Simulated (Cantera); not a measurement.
A Cantera script and what it prints.

```python
import numpy as np
import cantera as ct

gas_names = """
    CL CL2 H HCL H2 Si SiCL SiCL2 SiCL3 SiCL4 SiH SiHCL3 SiH2 SiH2CL2 SiH3 SiH3CL SiH4 Si2 Si3
""".split()
cond_names = """
    Si(cr) Si(L)
""".split()


# ... load() reads the species with a 1 bar reference pressure and builds the phases ...
atoms = {
    'SiHCl3': {'Si': 1, 'H': 1, 'CL': 3},
    'H2': {'H': 2},
}
top_T = {}  # K; cautious upper limits of use, not melting points


# ... equilibrate(T, P, feed) seeds the gas with the atoms and calls Mixture.equilibrate('TP', solver="vcs", rtol=1e-11, max_steps=5000) ...
results = []
feed = {'SiHCl3': 1, 'H2': 1.4}  # mol
P = 1300  # Pa
for T in [1623, 1673, 1723, 1773, 1823, 1873, 1923, 1973, 2023, 2073, 2123, 2173, 2223]:
    mix = equilibrate(T, P, feed)
    results.append((T, P, feed, dict(zip(mix.species_names, mix.species_moles))))
    x = sorted(zip(gas.X, gas.species_names), reverse=True)
    print(f"T = {T:g} K  P = {P:g} Pa  gas = {mix.phase_moles(0):.4g} mol")
    print("   x: " + "  ".join(f"{s} {v:.3e}" for v, s in x if v > 1e-05))
    print("   condensed (mol): " + ("  ".join(f"{mix.phase(i).name} {mix.phase_moles(i):.4g}"
          for i in range(1, mix.n_phases) if mix.phase_moles(i) > 1e-12) or "none"))
```

Output:

```
T = 1623 K  P = 1300 Pa  gas = 3.365 mol
   x: H2 4.261e-01  SiCL2 2.783e-01  HCL 2.761e-01  SiCL3 1.612e-02  SiCL4 2.180e-03  SiHCL3 5.213e-04  H 3.957e-04  CL 2.019e-04  SiCL 7.150e-05  SiH2CL2 2.104e-05
   condensed (mol): none
T = 1673 K  P = 1300 Pa  gas = 3.375 mol
   x: H2 4.222e-01  SiCL2 2.818e-01  HCL 2.806e-01  SiCL3 1.280e-02  SiCL4 1.212e-03  H 6.490e-04  CL 3.368e-04  SiHCL3 3.272e-04  SiCL 1.291e-04  SiH2CL2 1.523e-05  Si 1.348e-05
   condensed (mol): none
T = 1723 K  P = 1300 Pa  gas = 3.383 mol
   x: H2 4.192e-01  SiCL2 2.842e-01  HCL 2.836e-01  SiCL3 1.021e-02  H 1.036e-03  SiCL4 6.884e-04  CL 5.426e-04  SiCL 2.257e-04  SiHCL3 2.096e-04  Si 3.241e-05  SiH2CL2 1.123e-05
   condensed (mol): none
T = 1773 K  P = 1300 Pa  gas = 3.389 mol
   x: H2 4.169e-01  SiCL2 2.858e-01  HCL 2.856e-01  SiCL3 8.209e-03  H 1.611e-03  CL 8.482e-04  SiCL4 4.004e-04  SiCL 3.827e-04  SiHCL3 1.371e-04  Si 7.450e-05
   condensed (mol): none
T = 1823 K  P = 1300 Pa  gas = 3.396 mol
   x: H2 4.148e-01  HCL 2.870e-01  SiCL2 2.867e-01  SiCL3 6.655e-03  H 2.447e-03  CL 1.292e-03  SiCL 6.300e-04  SiCL4 2.387e-04  Si 1.639e-04  SiHCL3 9.153e-05  SiH 1.286e-05
   condensed (mol): none
T = 1873 K  P = 1300 Pa  gas = 3.402 mol
   x: H2 4.126e-01  HCL 2.880e-01  SiCL2 2.869e-01  SiCL3 5.441e-03  H 3.636e-03  CL 1.922e-03  SiCL 1.008e-03  Si 3.455e-04  SiCL4 1.459e-04  SiHCL3 6.228e-05  SiH 2.358e-05  SiH2 1.031e-05
   condensed (mol): none
T = 1923 K  P = 1300 Pa  gas = 3.411 mol
   x: H2 4.100e-01  HCL 2.888e-01  SiCL2 2.862e-01  H 5.290e-03  SiCL3 4.486e-03  CL 2.803e-03  SiCL 1.570e-03  Si 6.986e-04  SiCL4 9.134e-05  SiHCL3 4.314e-05  SiH 4.174e-05  SiH2 1.477e-05
   condensed (mol): none
T = 1973 K  P = 1300 Pa  gas = 3.422 mol
   x: H2 4.066e-01  HCL 2.896e-01  SiCL2 2.846e-01  H 7.546e-03  CL 4.017e-03  SiCL3 3.729e-03  SiCL 2.378e-03  Si 1.354e-03  SiH 7.120e-05  SiCL4 5.858e-05  SiHCL3 3.037e-05  SiH2 2.061e-05
   condensed (mol): none
T = 2023 K  P = 1300 Pa  gas = 3.437 mol
   x: H2 4.019e-01  HCL 2.909e-01  SiCL2 2.816e-01  H 1.056e-02  CL 5.676e-03  SiCL 3.498e-03  SiCL3 3.124e-03  Si 2.510e-03  SiH 1.167e-04  SiCL4 3.850e-05  SiH2 2.785e-05  SiHCL3 2.170e-05  Si2 1.576e-05
   condensed (mol): none
T = 2073 K  P = 1300 Pa  gas = 3.458 mol
   x: H2 3.955e-01  HCL 2.930e-01  SiCL2 2.767e-01  H 1.451e-02  CL 7.932e-03  SiCL 4.988e-03  Si 4.436e-03  SiCL3 2.637e-03  SiH 1.829e-04  SiH2 3.626e-05  Si2 3.151e-05  SiCL4 2.594e-05  SiHCL3 1.570e-05
   condensed (mol): none
T = 2123 K  P = 1300 Pa  gas = 3.488 mol
   x: H2 3.867e-01  HCL 2.961e-01  SiCL2 2.697e-01  H 1.957e-02  CL 1.100e-02  Si 7.448e-03  SiCL 6.875e-03  SiCL3 2.240e-03  SiH 2.729e-04  Si2 5.806e-05  SiH2 4.517e-05  SiCL4 1.792e-05  SiHCL3 1.148e-05
   condensed (mol): none
T = 2173 K  P = 1300 Pa  gas = 3.528 mol
   x: H2 3.751e-01  HCL 3.005e-01  SiCL2 2.599e-01  H 2.592e-02  CL 1.515e-02  Si 1.184e-02  SiCL 9.139e-03  SiCL3 1.911e-03  SiH 3.860e-04  Si2 9.786e-05  SiH2 5.356e-05  SiCL4 1.268e-05  Si3 1.053e-05
   condensed (mol): none
T = 2223 K  P = 1300 Pa  gas = 3.581 mol
   x: H2 3.604e-01  HCL 3.060e-01  SiCL2 2.471e-01  H 3.373e-02  CL 2.079e-02  Si 1.783e-02  SiCL 1.170e-02  SiCL3 1.635e-03  SiH 5.168e-04  Si2 1.506e-04  SiH2 6.028e-05  Si3 1.468e-05
   condensed (mol): none
```

Method: chemical equilibrium by Gibbs-energy minimisation in Cantera with the NASA 1993 tables (ideal gas, pure condensed phases). The tables' values for SiCl3, SiCl are old estimates; treat these amounts as uncertain. Gases not in the tables: Si2H6 and higher silanes.
